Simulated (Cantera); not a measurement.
Input: 1 mol Cu2O, 0.57 mol C, 0.01 mol CO, at 248 Torr.

Cantera equilibrium calculation (NASA polynomials, part measured and part estimated; ideal gas, pure solids and liquids). Candidate condensed phases: C, Cu, CuO, Cu2O; 15 gas species. The numbers say what is thermodynamically allowed, not how fast it happens.

Q: At 2227 °C, list the 7 most abundant gas species with their mole fractions, and the condensed phases.

A: Cu 0.521, CO2 0.296, CO 0.153, O2 0.0155, Cu2 0.00806, O 0.00314, CuO 0.00269. Condensed: Cu(l).
